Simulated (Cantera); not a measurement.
What does this Cantera script print?

```python
import numpy as np
import cantera as ct

gas_names = """
    Fe FeO Fe(OH)2 H HO2 H2 H2O H2O2 H2S H2SO4 O OH O2 O3 S SH SO SO2 SO3 S2 S2O S8
""".split()
cond_names = """
    Fe(a) Fe(c) Fe(d) Fe(L) FeO(s) FeO(L) Fe(OH)2(s) Fe(OH)3(s) FeS(a) FeS(b) FeS(c) FeS(L) FeSO4(s)
    FeS2(s) Fe2O3(s) Fe2S3O12(s) Fe3O4(s) H2O(s) H2O(L) H2SO4(L) S(cr1) S(cr2) S(L)
""".split()


def load(file, names, dense=False):
    # The tables refer to 1 bar. Condensed volumes are neglected.
    table = {s.name: s for s in ct.Species.list_from_file(file)}
    out = []
    for n in names:
        d = dict(table[n].input_data)
        d["thermo"] = dict(d["thermo"], **{"reference-pressure": 1e5})
        if dense:
            d["equation-of-state"] = {"model": "constant-volume", "density": "1e6 g/cm^3"}
        out.append(ct.Species.from_dict(d))
    return out


gas = ct.Solution(thermo="ideal-gas", species=load("nasa_gas.yaml", gas_names))
cond = {s.name: ct.Solution(thermo="fixed-stoichiometry", species=[s], name=s.name)
        for s in load("nasa_condensed.yaml", cond_names, dense=True)}
atoms = {
    'FeS2': {'Fe': 1, 'S': 2},
    'O2': {'O': 2},
    'H2O': {'H': 2, 'O': 1},
}
top_T = {'FeSO4(s)': 950, 'FeS2(s)': 1010, 'Fe2O3(s)': 1830, 'Fe2S3O12(s)': 1100, 'Fe3O4(s)': 1870}  # K; cautious upper limits of use, not melting points


def equilibrate(T, P, feed):
    n = {}
    for name, mol in feed.items():
        for a, k in atoms[name].items():
            n[a] = n.get(a, 0.0) + k * mol
    gas.TPX = T, P, n
    mass = sum(n.values()) * gas.mean_molecular_weight
    gas.equilibrate("TP")
    valid = [c for c in cond.values() if c.min_temp <= T <= top_T.get(c.name, c.max_temp)]
    mix = ct.Mixture([(gas, mass / gas.mean_molecular_weight)] + [(c, 0.0) for c in valid])
    mix.T, mix.P = T, P
    mix.equilibrate("TP", solver="vcs", rtol=1e-11, max_steps=5000)
    return mix


results = []
feed = {'FeS2': 1, 'O2': 0.15, 'H2O': 0.071}  # mol
T = 1250  # K
for P in [1000, 3500, 13000, 45000, 160000, 560000, 2000000]:
    mix = equilibrate(T, P, feed)
    results.append((T, P, feed, dict(zip(mix.species_names, mix.species_moles))))

top = {s: max(r[3][s] / sum(r[3][g] for g in gas_names) for r in results) for s in gas_names}
cols = sorted((s for s in top if top[s] > 1e-05), key=lambda s: -top[s])[:8]
seen = [c for c in cond_names if any(r[3].get(c, 0) > 1e-12 for r in results)]
print("log10 of partial pressures in bar; condensed amounts in mol")
print(f"{'P/Pa':>10s}" + "".join(f"{s[:9]:>10s}" for s in cols + seen))
for T, P, feed, n in results:
    ng = sum(n[g] for g in gas_names)
    print(f"{P:10.4g}" + "".join(f"{np.log10(max(n[s] / ng * P / 1e5, 1e-99)):10.3f}" for s in cols)
          + "".join(f"{n.get(c, 0):10.4g}" for c in seen))
```

Output:

```
log10 of partial pressures in bar; condensed amounts in mol
      P/Pa        S2       SO2       H2O       H2S       S2O        H2        SO        SH    FeS(c)
      1000    -2.191    -2.623    -3.038    -3.994    -4.230    -4.089    -4.771    -5.448         1
      3500    -1.648    -2.079    -2.499    -3.320    -3.550    -3.687    -4.363    -4.976         1
   1.3e+04    -1.081    -1.508    -1.942    -2.623    -2.839    -3.273    -3.935    -4.485         1
   4.5e+04    -0.545    -0.967    -1.422    -1.971    -2.167    -2.890    -3.531    -4.025         1
   1.6e+05     0.001    -0.415    -0.899    -1.315    -1.481    -2.506    -3.118    -3.560         1
   5.6e+05     0.540     0.131    -0.391    -0.676    -0.804    -2.136    -2.711    -3.106         1
     2e+06     1.085     0.684     0.116    -0.036    -0.119    -1.770    -2.298    -2.650         1
```

These are equilibrium values from Cantera (NASA tables, ideal gas, pure condensed phases), not measurements of a reactor. FeS: taken at fixed stoichiometry. Gases not in the tables: S3 to S7.
